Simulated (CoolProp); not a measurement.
Vapour pressure (MPa) of n-pentane: the reference equation beside estimates from Tc = 469.7 K, pc = 3.368 MPa, ω = 0.251. Clausius-Clapeyron is anchored at 251 K with a constant enthalpy of vaporisation of 28.89 kJ/mol.

Model: reference Helmholtz-energy equation of state, Thol 2019, in CoolProp.

| T (K) | reference | Clausius-Clapeyron | van der Waals | Redlich-Kwong | Soave-Redlich-Kwong | Peng-Robinson |
|---|---|---|---|---|---|---|
| 243.4 | 0.005180 | 0.005209 | 0.1188 | 0.01232 | 0.005016 | 0.005342 |
| 251 | 0.008025 | 0.008025 | 0.1449 | 0.01827 | ___ | 0.008217 |
| 258.6 | 0.01206 | 0.01205 | 0.1748 | ___ | 0.01175 | 0.01228 |
| 266.1 | 0.01756 | 0.01760 | ___ | 0.03675 | 0.01716 | ___ |
| 273.7 | 0.02507 | 0.02530 | 0.2466 | 0.05038 | 0.02458 | 0.02529 |
| 281.3 | 0.03500 | 0.03565 | 0.2894 | 0.06763 | 0.03441 | 0.03519 |
| 288.9 | 0.04787 | 0.04933 | 0.3371 | 0.08906 | 0.04720 | 0.04800 |
| 296.5 | 0.06427 | 0.06715 | 0.3898 | 0.1153 | ___ | 0.06430 |
| 304 | 0.08452 | 0.08966 | 0.4470 | 0.1464 | 0.08380 | 0.08443 |
| 311.6 | 0.1099 | 0.1185 | 0.5103 | 0.1840 | 0.1092 | 0.1096 |
| 319.2 | 0.1408 | 0.1545 | 0.5794 | ___ | 0.1403 | 0.1403 |
| 326.8 | 0.1780 | 0.1990 | 0.6544 | 0.2797 | 0.1778 | 0.1773 |
| 334.4 | 0.2224 | 0.2534 | 0.7355 | 0.3391 | 0.2227 | 0.2215 |

**Question.** Some entries are withheld; supply them.

**Answer.** 
- 251, Soave-Redlich-Kwong: 0.007795
- 258.6, Redlich-Kwong: 0.02631
- 266.1, van der Waals: 0.2083
- 266.1, Peng-Robinson: 0.01779
- 296.5, Soave-Redlich-Kwong: 0.06355
- 319.2, Redlich-Kwong: 0.2282

Absolute difference from the reference over all 13 rows, mean and median: Clausius-Clapeyron 4.7 and 3.0 %, van der Waals 819.9 and 604.2 %, Redlich-Kwong 89.6 and 86.0 %, Soave-Redlich-Kwong 1.5 and 1.4 %, Peng-Robinson 0.9 and 0.4 %.
